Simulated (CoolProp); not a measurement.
Vapour-liquid equilibrium of toluene (1) + p-xylene (2) at 240.85 °C; x and y are mole fractions of (1).

Computed with CoolProp (multi-fluid Helmholtz-energy mixture model, Lemmon 2006 and Zhou 2012; pair parameters Bell 2016).

```csv
x,"bubble pressure, mixture model (MPa)","bubble pressure, Raoult's law (MPa)","y, mixture model","y, Raoult's law"
0.05,0.8828,0.8848,0.073,0.083
0.2,0.9698,0.9757,0.273,0.299
0.35,1.059,1.067,0.446,0.479
0.5,1.150,1.157,0.597,0.631
0.65,1.242,1.248,0.732,0.760
0.8,1.335,1.339,0.853,0.872
0.95,1.429,1.430,0.965,0.970
```

The largest gap from Raoult's law is -0.7 % in bubble pressure, at x = 0.35. No azeotrope shows between x = 0.05 and 0.95.

The pair parameters rest on a limited set of measurements; away from them the model extrapolates.
